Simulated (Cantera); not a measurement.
Input: 1 mol CH4, a varied amount of CO2, 4.2 mol H2, at 1.00 bar.

These are equilibrium values from Cantera (NASA tables, ideal gas, pure condensed phases), not measurements of a reactor. Candidate condensed phases: C, C6H6, C7H8, C8H18, H2O; 110 gas species. The numbers say what is thermodynamically allowed, not how fast it happens.

Stable condensed phases, one row left out:

```
T in °C \ n(CO2) in mol
         0.23  0.3 0.37 0.44  0.5 0.57 0.64 0.71 0.78 0.85 0.92 0.98
   1750     A    A    A    A    A    A    A    A    A    A    A    A
   1650     A    A    A    A    A    A    A    A    A    A    A    A
   1550     A    A    A    A    A    A    A    A    A    A    A    A
   1450     A    A    A    A    A    A    A    A    A    A    A    A
   1350     A    A    A    A    A    A    A    A    A    A    A    A
   1250     A    A    A    A    A    A    A    A    A    A    A    A
   1150     A    A    A    A    A    A    A    A    A    A    A    A
   1050     A    A    A    A    A    A    A    A    A    A    A    A
    950     A    A    A    A    A    A    A    A    A    A    A    B
    750     A    A    A    A    A    A    A    A    A    A    A    A
    650     A    A    A    A    A    A    A    A    A    A    A    A
    550     B    B    B    B    B    B    A    A    A    A    A    A
    450     B    B    B    B    B    B    B    B    B    B    B    B
```

A: C; B: gas only.

Q: Give the row for 850 °C.

A: 0.23: C; 0.3: C; 0.37: C; 0.44: C; 0.5: C; 0.57: C; 0.64: C; 0.71: C; 0.78: C; 0.85: C; 0.92: C; 0.98: C.
